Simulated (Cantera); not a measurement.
A closed system holds: 1 mol AlI3, 16 mol N2O, 590 mol N2, 0.95 mol H2O, at 443 Torr.

Method: chemical equilibrium by Gibbs-energy minimisation in Cantera with the NASA 1993 tables (ideal gas, pure condensed phases). Candidate condensed phases: Al, AlI3, AlN, Al2O3, H2O, I2; 41 gas species. Equilibrium is a limit: real reactors are often held back by kinetics, nucleation or transport. All values below are at 1075 °C.

Base state: N2 0.982, O2 0.0117, I 0.00479, H2O 0.00154, NO 0.000141, I2 3.63e-5 (mole fractions); condensed: Al2O3(s).

What changes in the equilibrium state with this change: AlI3 replaced by AlBr3?


```tsv
species	before	after
N2	0.982	0.982
O2	0.0117	0.0118
Br	0	0.00353
I	0.00479	0
Br2	0	0.000494
HBr	0	0.000350
I2	3.63e-5	0
Al2O3(s), mol	0.500	0.500
```
Further candidate phases: AlBr3, Br2.
